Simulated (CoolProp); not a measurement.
Properties of the fluoroketone C6F12O (FK-5-1-12) at several states (Tc = 441.8 K, pc = 1.869 MPa, ω = 0.471).

Values from CoolProp's reference Helmholtz-energy equation of state, McLinden 2015.

```csv
T (K),p (MPa),phase,density (kg/m³),isothermal compressibility (1/MPa)
325,1.36,liquid,?,?
426.7,0.468,gas,?,?
398.4,7.03,liquid,?,0.009205
257.2,0.0758,liquid,?,?
```

Fill in the missing entries.


- 325, density (kg/m³): 1526
- 325, isothermal compressibility (1/MPa): 0.004326
- 426.7, density (kg/m³): 46.68
- 426.7, isothermal compressibility (1/MPa): 2.415
- 398.4, density (kg/m³): 1335
- 257.2, density (kg/m³): 1720
- 257.2, isothermal compressibility (1/MPa): 0.001793
